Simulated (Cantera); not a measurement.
An adiabatic, constant-volume homogeneous reactor starts with H2 : O2 : N2 = 1 : 0.385 : 1.45 (molar parts), equivalence ratio 1.3, at 1200 K and 11.0 bar.

Cantera simulation using GRI-Mech 3.0 (53 species, 325 reactions); the numbers are that mechanism's predictions, not measurements. The hydrogen kinetics of GRI-Mech 3.0 are dated; newer H2 mechanisms differ, most at raised pressure. Above 3000 K some thermodynamic fits are extrapolated.

x: mole fraction; the columns are a selection and need not sum to one.

| t (s) | T (K) | P (bar) | x H2 | x O2 | x NO | x O | x H | x N2O | x H2O2 |
|---|---|---|---|---|---|---|---|---|---|
| 1.00e-5 | 1200 | 11.0 | 0.353 | 0.136 | <1e-12 | 4.83e-9 | 4.05e-8 | 1.14e-12 | 1.84e-7 |
| 2.06e-5 | 1200 | 11.0 | 0.353 | 0.136 | <1e-12 | ___ | ___ | 5.88e-12 | ___ |
| 4.23e-5 | 1201 | 11.0 | 0.353 | 0.136 | <1e-12 | 1.35e-7 | 1.13e-6 | 6.36e-11 | 1.46e-5 |
| 8.71e-5 | 3186 | 25.8 | 0.101 | 0.00197 | 0.00324 | 0.00182 | 0.0171 | 1.05e-6 | 1.43e-6 |
| 0.000179 | 3180 | 25.8 | 0.102 | 0.00185 | 0.00473 | 0.00173 | 0.0169 | 1.17e-6 | 1.37e-6 |
| 0.000368 | 3180 | 25.8 | 0.102 | 0.00185 | 0.00473 | 0.00173 | 0.0169 | 1.17e-6 | 1.37e-6 |
| 0.000758 | 3180 | 25.8 | 0.102 | 0.00185 | 0.00473 | 0.00173 | 0.0169 | 1.17e-6 | 1.37e-6 |
| 0.00156 | 3180 | 25.8 | 0.102 | 0.00185 | 0.00473 | 0.00173 | 0.0169 | 1.17e-6 | 1.37e-6 |
| 0.00321 | 3180 | 25.8 | 0.102 | 0.00185 | 0.00473 | 0.00173 | 0.0169 | 1.17e-6 | 1.37e-6 |
| 0.00660 | 3180 | 25.8 | 0.102 | 0.00185 | 0.00473 | 0.00173 | 0.0169 | 1.17e-6 | 1.37e-6 |
| 0.0136 | 3180 | 25.8 | 0.102 | 0.00185 | 0.00473 | 0.00173 | 0.0169 | 1.17e-6 | 1.37e-6 |
| 0.0279 | 3180 | 25.8 | 0.102 | 0.00185 | 0.00473 | 0.00173 | 0.0169 | 1.17e-6 | 1.37e-6 |
| 0.0574 | 3180 | 25.8 | 0.102 | 0.00185 | 0.00473 | 0.00173 | 0.0169 | 1.17e-6 | 1.37e-6 |
| 0.118 | 3180 | 25.8 | 0.102 | 0.00185 | 0.00473 | 0.00173 | 0.0169 | 1.17e-6 | 1.37e-6 |
| 0.243 | 3180 | 25.8 | 0.102 | 0.00185 | 0.00473 | 0.00173 | 0.0169 | 1.17e-6 | 1.37e-6 |
| 0.500 | 3180 | 25.8 | 0.102 | 0.00185 | 0.00473 | 0.00173 | 0.0169 | 1.17e-6 | 1.37e-6 |

**Question.** What belongs in the gaps?

**Answer.** 
- 2.06e-5, x O: 1.44e-8
- 2.06e-5, x H: 1.21e-7
- 2.06e-5, x H2O2: 1.07e-6
